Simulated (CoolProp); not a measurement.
Properties of R507A along the isobar 0.101 MPa.

Model: reference Helmholtz-energy equation of state, Lemmon 2003, in CoolProp. It is a pseudo-pure fit of the blend.

```json
[
 {"T (°C)": "31.15", "phase": "gas", "density (kg/m³)": "4.008", "cv (kJ/(kg K))": "0.7911", "speed of sound (m/s)": "166.3", "conductivity (mW/(m K))": "13.9", "Prandtl number": "0.788"},
 {"T (°C)": "47.45", "phase": "gas", "density (kg/m³)": "3.794", "cv (kJ/(kg K))": "0.8186", "speed of sound (m/s)": "170.8", "conductivity (mW/(m K))": "15.1", "Prandtl number": "0.788"},
 {"T (°C)": "63.75", "phase": "gas", "density (kg/m³)": "3.603", "cv (kJ/(kg K))": "0.8458", "speed of sound (m/s)": "175.0", "conductivity (mW/(m K))": "16.3", "Prandtl number": "0.790"},
 {"T (°C)": "80.05", "phase": "gas", "density (kg/m³)": "3.431", "cv (kJ/(kg K))": "0.8726", "speed of sound (m/s)": "179.2", "conductivity (mW/(m K))": "17.5", "Prandtl number": "0.792"},
 {"T (°C)": "96.35", "phase": "gas", "density (kg/m³)": "3.275", "cv (kJ/(kg K))": "0.8987", "speed of sound (m/s)": "183.2", "conductivity (mW/(m K))": "18.7", "Prandtl number": "0.795"},
 {"T (°C)": "112.65", "phase": "gas", "density (kg/m³)": "3.133", "cv (kJ/(kg K))": "0.9241", "speed of sound (m/s)": "187.2", "conductivity (mW/(m K))": "19.9", "Prandtl number": "0.798"},
 {"T (°C)": "128.95", "phase": "gas", "density (kg/m³)": "3.004", "cv (kJ/(kg K))": "0.9487", "speed of sound (m/s)": "191.0", "conductivity (mW/(m K))": "21.1", "Prandtl number": "0.801"},
 {"T (°C)": "145.25", "phase": "gas", "density (kg/m³)": "2.884", "cv (kJ/(kg K))": "0.9725", "speed of sound (m/s)": "194.8", "conductivity (mW/(m K))": "22.3", "Prandtl number": "0.804"},
 {"T (°C)": "161.65", "phase": "gas", "density (kg/m³)": "2.774", "cv (kJ/(kg K))": "0.9956", "speed of sound (m/s)": "198.5", "conductivity (mW/(m K))": "23.5", "Prandtl number": "0.807"},
 {"T (°C)": "177.95", "phase": "gas", "density (kg/m³)": "2.672", "cv (kJ/(kg K))": "1.018", "speed of sound (m/s)": "202.1", "conductivity (mW/(m K))": "24.7", "Prandtl number": "0.809"},
 {"T (°C)": "194.25", "phase": "gas", "density (kg/m³)": "2.578", "cv (kJ/(kg K))": "1.039", "speed of sound (m/s)": "205.6", "conductivity (mW/(m K))": "25.9", "Prandtl number": "0.811"},
 {"T (°C)": "210.55", "phase": "gas", "density (kg/m³)": "2.490", "cv (kJ/(kg K))": "1.060", "speed of sound (m/s)": "209.1", "conductivity (mW/(m K))": "27.1", "Prandtl number": "0.813"},
 {"T (°C)": "226.85", "phase": "gas", "density (kg/m³)": "2.408", "cv (kJ/(kg K))": "1.079", "speed of sound (m/s)": "212.5", "conductivity (mW/(m K))": "28.3", "Prandtl number": "0.814"}
]
```

Viscosity comes from a separate model (Geller 2000). Thermal conductivity comes from a separate model (Geller 2001).
